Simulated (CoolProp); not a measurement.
Saturation properties of isopentane (Tc = 460.3 K, pc = 3.378 MPa, ω = 0.227).

The numbers come from the reference Helmholtz-energy equation of state, Lemmon 2006 in CoolProp. It is a short technical equation, of lower accuracy than the large ones.

```json
[
 {"T (K)": "235.2", "p (MPa)": "0.004882", "liquid density (kg/m³)": "675.3", "vapour density (kg/m³)": "0.1810", "enthalpy of vaporisation (kJ/kg)": "389.2", "surface tension (mN/m)": "21.5", "liquid conductivity (mW/(m K))": "123"},
 {"T (K)": "247.4", "p (MPa)": "0.009889", "liquid density (kg/m³)": "664.1", "vapour density (kg/m³)": "0.3498", "enthalpy of vaporisation (kJ/kg)": "381.1", "surface tension (mN/m)": "20.1", "liquid conductivity (mW/(m K))": "118"},
 {"T (K)": "259.5", "p (MPa)": "0.01845", "liquid density (kg/m³)": "652.7", "vapour density (kg/m³)": "0.6253", "enthalpy of vaporisation (kJ/kg)": "373.0", "surface tension (mN/m)": "18.7", "liquid conductivity (mW/(m K))": "114"},
 {"T (K)": "271.7", "p (MPa)": "0.03243", "liquid density (kg/m³)": "641.1", "vapour density (kg/m³)": "1.057", "enthalpy of vaporisation (kJ/kg)": "364.7", "surface tension (mN/m)": "17.3", "liquid conductivity (mW/(m K))": "110"},
 {"T (K)": "283.9", "p (MPa)": "0.05389", "liquid density (kg/m³)": "629.2", "vapour density (kg/m³)": "1.695", "enthalpy of vaporisation (kJ/kg)": "356.0", "surface tension (mN/m)": "16.0", "liquid conductivity (mW/(m K))": "106"},
 {"T (K)": "296.1", "p (MPa)": "0.08533", "liquid density (kg/m³)": "617.1", "vapour density (kg/m³)": "2.602", "enthalpy of vaporisation (kJ/kg)": "347.0", "surface tension (mN/m)": "14.7", "liquid conductivity (mW/(m K))": "102"},
 {"T (K)": "308.2", "p (MPa)": "0.1292", "liquid density (kg/m³)": "604.6", "vapour density (kg/m³)": "3.838", "enthalpy of vaporisation (kJ/kg)": "337.6", "surface tension (mN/m)": "13.4", "liquid conductivity (mW/(m K))": "98.7"},
 {"T (K)": "320.4", "p (MPa)": "0.1894", "liquid density (kg/m³)": "591.6", "vapour density (kg/m³)": "5.505", "enthalpy of vaporisation (kJ/kg)": "327.6", "surface tension (mN/m)": "12.1", "liquid conductivity (mW/(m K))": "95.1"},
 {"T (K)": "332.6", "p (MPa)": "0.2690", "liquid density (kg/m³)": "578.1", "vapour density (kg/m³)": "7.687", "enthalpy of vaporisation (kJ/kg)": "316.9", "surface tension (mN/m)": "10.8", "liquid conductivity (mW/(m K))": "91.5"},
 {"T (K)": "344.8", "p (MPa)": "0.3718", "liquid density (kg/m³)": "564.0", "vapour density (kg/m³)": "10.50", "enthalpy of vaporisation (kJ/kg)": "305.4", "surface tension (mN/m)": "9.59", "liquid conductivity (mW/(m K))": "87.9"},
 {"T (K)": "356.9", "p (MPa)": "0.5004", "liquid density (kg/m³)": "549.2", "vapour density (kg/m³)": "14.05", "enthalpy of vaporisation (kJ/kg)": "293.1", "surface tension (mN/m)": "8.39", "liquid conductivity (mW/(m K))": "84.3"},
 {"T (K)": "369.1", "p (MPa)": "0.6612", "liquid density (kg/m³)": "533.4", "vapour density (kg/m³)": "18.56", "enthalpy of vaporisation (kJ/kg)": "279.6", "surface tension (mN/m)": "7.21", "liquid conductivity (mW/(m K))": "80.6"},
 {"T (K)": "381.3", "p (MPa)": "0.8574", "liquid density (kg/m³)": "516.5", "vapour density (kg/m³)": "24.26", "enthalpy of vaporisation (kJ/kg)": "264.6", "surface tension (mN/m)": "6.06", "liquid conductivity (mW/(m K))": "76.9"}
]
```

It boils at 301.0 K under 1 atm.

Thermal conductivity comes from a separate model (Vassiliou 2015). Surface tension comes from a separate correlation (Mulero 2012).
